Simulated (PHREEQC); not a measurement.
Model water analysis in mg/kgw, 27 °C, pH 3.06, pe 11:

```csv
constituent,mg/kgw
Na,1360
K,212
Ca,54.2
Mg,208
Cl,701
S(6) as SO4,3390
Mn(2),50.5
Cu(2),2.21
O(0) (dissolved oxygen),3.38
N(5) as NO3,119
```

Valence states are taken as typed.

The numbers come from PHREEQC with the ion-association model, phreeqc.dat.

```csv
quantity,before,after
ionic strength (mol/kgw),0.108,0.207
SO4-2 (mol/kgw),0.0262,0.0490
Mg+2 (mol/kgw),0.00449,0.00805
MgSO4 (mol/kgw),0.00407,0.00906
SI of Gypsum (CaSO4:2H2O),-0.95,-0.59
SI of Halite (NaCl),-4.75,-4.21
```

Q: What was changed between the two runs?
A. Cl from 701 to 1400 mg/kgw
B. temperature from 27 to 20 °C at the same typed pH
C. all concentrations times 2 at the same typed pH

A: C, all concentrations times 2 at the same typed pH

No solid was allowed to form.
